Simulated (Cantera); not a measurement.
An adiabatic, constant-pressure homogeneous reactor starts with CH4 : O2 : N2 = 1 : 6.25 : 23.5 (molar parts), equivalence ratio 0.32, at 1525 K and 0.900 bar. Integrator tolerance rtol = 1e-08.

Cantera simulation using GRI-Mech 3.0 (53 species, 325 reactions); the numbers are that mechanism's predictions, not measurements.

Problem. What does this change do: pressure from 0.900 bar to 5.00 bar?

Solution. 
```csv
quantity,before,after
time of steepest temperature rise,0.745 ms,0.185 ms
temperature at 4.00 s,2173 K,2183 K
equilibrium temperature,2173 K,2183 K
x(CH4) at 4.00 s,<1e-12 (gas-phase equilibrium <1e-12),<1e-12 (gas-phase equilibrium <1e-12)
x(O2) at 4.00 s,0.132 (gas-phase equilibrium 0.132),0.133 (gas-phase equilibrium 0.133)
x(HO2) at 4.00 s,2.95e-6 (gas-phase equilibrium 2.95e-6),4.72e-6 (gas-phase equilibrium 4.72e-6)
x(N2O) at 4.00 s,4.81e-7 (gas-phase equilibrium 4.81e-7),1.16e-6 (gas-phase equilibrium 1.16e-6)
x(CH2CO) at 4.00 s,<1e-12 (gas-phase equilibrium <1e-12),<1e-12 (gas-phase equilibrium <1e-12)
x(HCN) at 4.00 s,<1e-12 (gas-phase equilibrium <1e-12),<1e-12 (gas-phase equilibrium <1e-12)
```

Problem. What does this change do: 0.057 parts H2 added?

Solution. 
| quantity | before | after |
|---|---|---|
| time of steepest temperature rise | 0.745 ms | 0.599 ms |
| temperature at 4.00 s | 2173 K | 2182 K |
| equilibrium temperature | 2173 K | 2182 K |
| x(CH4) at 4.00 s | <1e-12 (gas-phase equilibrium <1e-12) | <1e-12 (gas-phase equilibrium <1e-12) |
| x(O2) at 4.00 s | 0.132 (gas-phase equilibrium 0.132) | 0.131 (gas-phase equilibrium 0.131) |
| x(HO2) at 4.00 s | 2.95e-6 (gas-phase equilibrium 2.95e-6) | 3.07e-6 (gas-phase equilibrium 3.07e-6) |
| x(N2O) at 4.00 s | 4.81e-7 (gas-phase equilibrium 4.81e-7) | 4.89e-7 (gas-phase equilibrium 4.89e-7) |
| x(CH2CO) at 4.00 s | <1e-12 (gas-phase equilibrium <1e-12) | <1e-12 (gas-phase equilibrium <1e-12) |
| x(HCN) at 4.00 s | <1e-12 (gas-phase equilibrium <1e-12) | <1e-12 (gas-phase equilibrium <1e-12) |

Problem. What does this change do: O2 6.25 to 4.4 parts?

Solution. 
```tsv
quantity	before	after
time of steepest temperature rise	0.745 ms	1.02 ms
temperature at 4.00 s	2173 K	2214 K
equilibrium temperature	2173 K	2214 K
x(CH4) at 4.00 s	<1e-12 (gas-phase equilibrium <1e-12)	<1e-12 (gas-phase equilibrium <1e-12)
x(O2) at 4.00 s	0.132 (gas-phase equilibrium 0.132)	0.0781 (gas-phase equilibrium 0.0781)
x(HO2) at 4.00 s	2.95e-6 (gas-phase equilibrium 2.95e-6)	2.35e-6 (gas-phase equilibrium 2.35e-6)
x(N2O) at 4.00 s	4.81e-7 (gas-phase equilibrium 4.81e-7)	4.32e-7 (gas-phase equilibrium 4.32e-7)
x(CH2CO) at 4.00 s	<1e-12 (gas-phase equilibrium <1e-12)	<1e-12 (gas-phase equilibrium <1e-12)
x(HCN) at 4.00 s	<1e-12 (gas-phase equilibrium <1e-12)	<1e-12 (gas-phase equilibrium <1e-12)
```
